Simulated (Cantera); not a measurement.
An isothermal plug-flow reactor at 625 K and 3750 Torr (inlet), inlet velocity 3.9 m/s, active area per volume 430 1/m; feed H2 : O2 : N2 = 0.014 : 0.032 : 0.79 (molar parts), equivalence ratio 0.22.

Computed with Cantera and Deutschmann's 1995 Pt surface mechanism with GRI-Mech 3.0 gas chemistry. Catalytic surfaces can have several steady states; this one follows from the mechanism file's or the stated starting coverage. Mass transfer to the wall is taken as infinitely fast.

**Question.** Predict: x(H2) at z = 0.0032 m; x(O2) at z = 0.0032 m; x(H2O) at z = 0.0032 m; θ(free Pt) at the exit; θ(O*) at the exit; θ(OH*) at the exit.

**Answer.** 
* **x(H2) at z = 0.0032 m**: 0.00162
* **x(O2) at z = 0.0032 m**: 0.0309
* **x(H2O) at z = 0.0032 m**: 0.0153
* **θ(free Pt) at the exit**: 0.0879
* **θ(O*) at the exit**: 0.885
* **θ(OH*) at the exit**: 0.0272
